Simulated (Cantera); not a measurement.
## Equilibrium for carbon deposition, reforming and gasification: C6H6 + CO2 + N2

Feed: 1 mol C6H6, 0.26 mol CO2, 0.41 mol N2, at 502 °C and 100 Torr.

Method: chemical equilibrium by Gibbs-energy minimisation in Cantera with the NASA 1993 tables (ideal gas, pure condensed phases). Candidate condensed phases: C, C6H6, C7H8, C8H18, H2O; 136 gas species. Kinetics and transport are ignored.

```
Item               Result
--------------  ---------
x(H2)               0.624
x(N2)               0.128
x(CH4)              0.106
x(H2O)             0.0963
x(CO)              0.0256
x(CO2)             0.0199
x(NH3)            9.10e-5
n(C(graphite))   5.77 mol
gas amount      3.215 mol
```
